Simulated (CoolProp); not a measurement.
A simple Rankine cycle with isobutene: condensing at 309.15 K, boiler at 2.14 MPa, turbine inlet 383.4 K, turbine efficiency 0.85, pump efficiency 0.8, no recuperator. Each further row changes one setting.

Computed with CoolProp (reference Helmholtz-energy equation of state, Lemmon 2005). It is a short technical equation, of lower accuracy than the large ones.

```
case                             thermal efficiency (%)  net work (kJ/kg)  heat in (kJ/kg)  turbine exit temperature (K)  volume ratio over the turbine
-------------------------------  ----------------------  ----------------  ---------------  ----------------------------  -----------------------------
as stated                                           ___               ___              426                         323.4                            ___
turbine inlet 403.4 K                               ___               ___              479                         347.9                           5.49
condensing temperature 301.15 K                    13.9              61.9              445                         316.9                            ___
boiler pressure 1.5 MPa                            10.5              47.6              454                           ___                           3.70
turbine efficiency 0.75                            11.0              46.9              426                         327.1                           5.96
```

Fill in the missing entries.


- as stated, thermal efficiency (%): 12.6
- as stated, net work (kJ/kg): 53.7
- as stated, volume ratio over the turbine: 5.87
- turbine inlet 403.4 K, thermal efficiency (%): 12.7
- turbine inlet 403.4 K, net work (kJ/kg): 60.9
- condensing temperature 301.15 K, volume ratio over the turbine: 7.36
- boiler pressure 1.5 MPa, turbine exit temperature (K): 341.9
